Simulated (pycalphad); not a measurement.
Source of the numbers: pycalphad with the COST 507 light-alloy database (1999); pressure 1 atm. The database dates from 1999; later assessments differ in places, in temperatures and in the compounds included. Phase fractions are per mole of atoms. Kinetics are ignored, which matters at the lower temperatures.

### Question
Give the equilibrium state of Hf-1.97C (at.%) at 227 °C.

### Answer
HCP_A3, fraction 0.980, with 1.2 C at.%; FCC_A1, fraction 0.020, with 37.9 C at.%.

### Question
Give the equilibrium state of Hf-1.97C (at.%) at 2127 °C.

### Answer
```
T = 2400.00 K, P = 101325 Pa, N = 1 mol of atoms
G = -193320 J/mol, H = 67182 J/mol, S = 108.54 J/(mol K)  (SER reference)
chemical potentials (J/mol): Hf -190233, C -346914
phase             fraction      x(Hf)       x(C)
HCP_A3              0.7088     0.9736     0.0264
BCC_A2              0.2912     0.9965     0.0035
```

FCC_A1 is fcc; BCC_A2 is bcc; HCP_A3 is hcp. The fcc model also describes the rock-salt carbide or nitride (TiC, TiN, HfC).
